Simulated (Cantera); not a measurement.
Equilibrium for sublimation and decomposition of ceramics: BN + H2

A closed system holds: 1 mol BN, 0.031 mol H2.

Method: chemical equilibrium by Gibbs-energy minimisation in Cantera with the NASA 1993 tables (ideal gas, pure condensed phases). Candidate condensed phases: B, BN; 15 gas species. Mutual solubility and eutectic melting of coexisting phases are not modelled. Rates play no part.

Task: Map the stable condensed phases over T = 1177, 1252, 1327, 1402, 1477, 1552, 1627, 1702, 1777, 1852, 1927, 2002, 2077 °C and P in Pa = 1, 7.2, 52, 370, 2700, 19000, 140000, 1000000.

Result: 
```
T in °C \ P in Pa
               1     7.2      52     370    2700   19000  140000 1000000
   2077        A       B       B       B       C       C       C       D
   2002        A       B       B       B       C       C       C       D
   1927        B       B       B       C       C       C       D       D
   1852        B       B       B       C       C       C       D       D
   1777        B       B       C       C       C       D       D       D
   1702        B       B       C       C       C       D       D       D
   1627        B       C       C       C       D       D       D       D
   1552        C       C       C       C       D       D       D       D
   1477        C       C       C       D       D       D       D       D
   1402        C       C       D       D       D       D       D       D
   1327        C       D       D       D       D       D       D       D
   1252        D       D       D       D       D       D       D       D
   1177        D       D       D       D       D       D       D       D
```
A: gas only; B: B; C: B + BN; D: BN.
